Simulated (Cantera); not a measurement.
Cantera run:

```python
import numpy as np
import cantera as ct

gas_names = """
    H H2 H2S Pb PbS Pb2 S SH S2 S8
""".split()
cond_names = """
    Pb(cr) Pb(L) PbS(s) PbS(L) S(cr1) S(cr2) S(L)
""".split()


# ... load() reads the species with a 1 bar reference pressure and builds the phases ...
atoms = {
    'PbS': {'Pb': 1, 'S': 1},
    'H2': {'H': 2},
}
top_T = {}  # K; cautious upper limits of use, not melting points


# ... equilibrate(T, P, feed) seeds the gas with the atoms and calls Mixture.equilibrate('TP', solver="vcs", rtol=1e-11, max_steps=5000) ...
results = []
feed = {'PbS': 1, 'H2': 76}  # mol
P = 300000  # Pa
for T in [650, 725, 800, 875, 950, 1025, 1100, 1175]:
    mix = equilibrate(T, P, feed)
    results.append((T, P, feed, dict(zip(mix.species_names, mix.species_moles))))

top = {s: max(r[3][s] / sum(r[3][g] for g in gas_names) for r in results) for s in gas_names}
cols = sorted((s for s in top if top[s] > 1e-06), key=lambda s: -top[s])[:6]
seen = [c for c in cond_names if any(r[3].get(c, 0) > 1e-12 for r in results)]
print("log10 of partial pressures in bar; condensed amounts in mol")
print(f"{'T/K':>10s}" + "".join(f"{s[:9]:>10s}" for s in cols + seen))
for T, P, feed, n in results:
    ng = sum(n[g] for g in gas_names)
    print(f"{T:10.4g}" + "".join(f"{np.log10(max(n[s] / ng * P / 1e5, 1e-99)):10.3f}" for s in cols)
          + "".join(f"{n.get(c, 0):10.4g}" for c in seen))
```

Output:

```
log10 of partial pressures in bar; condensed amounts in mol
       T/K        H2       H2S       PbS        Pb     Pb(L)    PbS(s)
       650     0.477    -3.411   -10.312   -10.029  0.009832    0.9902
       725     0.477    -2.772    -8.447    -8.472   0.04286    0.9571
       800     0.476    -2.258    -6.940    -7.212    0.1397    0.8603
       875     0.475    -1.839    -5.699    -6.171    0.3672    0.6328
       950     0.472    -1.491    -4.660    -5.298    0.8178    0.1815
      1025     0.471    -1.405    -3.987    -4.556    0.9967         0
      1100     0.471    -1.407    -3.485    -3.917    0.9886         0
      1175     0.471    -1.414    -3.054    -3.361    0.9666         0
```

Cantera equilibrium calculation (NASA polynomials, part measured and part estimated; ideal gas, pure solids and liquids).
